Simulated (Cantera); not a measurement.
A freely propagating, adiabatic, planar premixed flame of H2 : O2 : N2 : H2O = 1 : 0.649 : 2.44 : 0.26 (molar parts), equivalence ratio 0.77, unburnt at 375 K and 2700 Torr; mixture-averaged transport, grid criteria slope 0.08 and curve 0.16, no radiation.

Cantera simulation using the H2/O2 subset of GRI-Mech 3.0, which has no nitrogen chemistry; the numbers are that mechanism's predictions, not measurements. The hydrogen kinetics of GRI-Mech 3.0 are dated; newer H2 mechanisms differ, most at raised pressure. Burning velocities carry a grid error of a few per cent, more on coarse grids.

### Question
Predict: laminar burning velocity; thermal thickness; peak x(HO2); peak x(H); peak x(H2O2).

### Answer
- laminar burning velocity = 113 cm/s
- thermal thickness = 0.0905 mm
- peak x(HO2) = 0.000831
- peak x(H) = 0.00576
- peak x(H2O2) = 0.000174
